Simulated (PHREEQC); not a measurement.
# Brine (model solution)

Dissolve 1.2 mol/kgw NaBr and 0.035 mol/kgw BaCl2 at 11 °C. Closed to the air; pH follows from the charge balance.

Model: acid-base model without metal-ligand complexes, phreeqc.dat, run in PHREEQC.

No solid was allowed to form.

Q: Predict the activity of water.

A: activity of water 0.957.

The ionic strength is past about 0.7 mol/kgw, beyond the range of this activity model, so the values are rough. Constants without temperature data keep their 25 °C values here.
